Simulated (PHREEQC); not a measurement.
**Metal-bearing waste water: speciation**

Make-up at 45 °C: 0.0054 mol/kgw Al2(SO4)3, 0.00011 mol/kgw CuCl2, 0.0024 mol/kgw NaHCO3 and 0.18 mol/kgw NaCl. Closed to the air; pH follows from the charge balance.

All values are PHREEQC results (ion-association model, phreeqc.dat), not measurements.

Each row changes one thing in this solution. This is a speciation only: nothing precipitates in the calculation.

```csv
case,pH,ionic strength (mol/kgw),SO4-2 (mol/kgw),AlSO4+ (mol/kgw),Al+3 (mol/kgw),NaSO4- (mol/kgw),SI of Al(OH)3(a) (Al(OH)3),SI of Halite (NaCl)
as made,4.44,0.219,0.00810,0.00507,0.00348,0.00224,+0.34,-3.36
temperature from 45 to 30 °C,4.83,0.220,0.00834,0.00492,?,0.00218,+0.66,?
diluted 10-fold with water,4.27,0.0230,0.00113,0.000405,0.000435,6.37e-5,-0.63,-5.20
NaHCO3 from 0.0024 to 0.00048 mol/kgw,?,0.218,0.00759,0.00566,?,0.00208,-1.03,-3.37
diluted 100-fold with water,?,0.00241,0.000146,1.40e-5,4.50e-5,1.20e-6,-1.03,-7.12
```

Task: Fill in the missing entries.

Result: 
- temperature from 45 to 30 °C, Al+3 (mol/kgw): 0.00366
- temperature from 45 to 30 °C, SI of Halite (NaCl): -3.34
- NaHCO3 from 0.0024 to 0.00048 mol/kgw, pH: 3.96
- NaHCO3 from 0.0024 to 0.00048 mol/kgw, Al+3 (mol/kgw): 0.00414
- diluted 100-fold with water, pH: 4.37

Some of these states are supersaturated (in Al(OH)3(a), Gibbsite (slow to form), for instance). At this temperature some constants are extrapolated from 25 °C, and those without enthalpy data are left unchanged.
